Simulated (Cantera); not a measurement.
A perfectly stirred reactor is fed with C2H4 : O2 : N2 : H2O = 1 : 1.88 : 7.05 : 0.82 (molar parts), equivalence ratio 1.6, at 0.987 atm; it is adiabatic with a 475 K inlet, and is followed from long to short residence time, starting on the burning branch (τ in s: 0.27, 0.1, 0.039, 0.015, 0.0056, 0.0021, 0.0008, 0.0003, 0.00011, 4.3e-05, 1.6e-05, 6.2e-06).

Model: GRI-Mech 3.0 (53 species, 325 reactions), integrated in Cantera. GRI-Mech 3.0 was tuned for natural gas; its chemistry of ethylene as a main component is partial and can be far from experiment.

Q: What does this change do: pressure from 0.987 atm to 3.75 atm?

A: 
```tsv
quantity	before	after
blow-out, bracketed by the residence times tried	burning at 0.110 ms, out at 43.0 µs	burning at 43.0 µs, out at 16.0 µs
x(C2H4) at τ = 0.270 s	1.56e-6	1.13e-6
x(O2) at τ = 0.270 s	2.95e-5	1.50e-5
x(H2O) at τ = 0.270 s	0.164	0.165
x(NO) at τ = 0.270 s	0.000141	5.74e-5
x(OH) at τ = 0.270 s	0.000500	0.000194
x(C2H4) at τ = 0.800 ms	0.000131	0.000115
x(O2) at τ = 0.800 ms	0.00172	0.00128
x(H2O) at τ = 0.800 ms	0.162	0.168
x(NO) at τ = 0.800 ms	0.000214	0.000176
x(OH) at τ = 0.800 ms	0.00222	0.000775
```

Q: What does this change do: N2 7.05 to 11 parts?

A: 
```csv
quantity,before,after
"blow-out, bracketed by the residence times tried","burning at 0.110 ms, out at 43.0 µs","burning at 0.800 ms, out at 0.300 ms"
x(C2H4) at τ = 0.270 s,1.56e-6,3.06e-5
x(O2) at τ = 0.270 s,2.95e-5,0.000210
x(H2O) at τ = 0.270 s,0.164,0.124
x(NO) at τ = 0.270 s,0.000141,1.96e-5
x(OH) at τ = 0.270 s,0.000500,3.20e-5
x(C2H4) at τ = 0.800 ms,0.000131,0.000838
x(O2) at τ = 0.800 ms,0.00172,0.00562
x(H2O) at τ = 0.800 ms,0.162,0.127
x(NO) at τ = 0.800 ms,0.000214,2.38e-5
x(OH) at τ = 0.800 ms,0.00222,0.000420
```
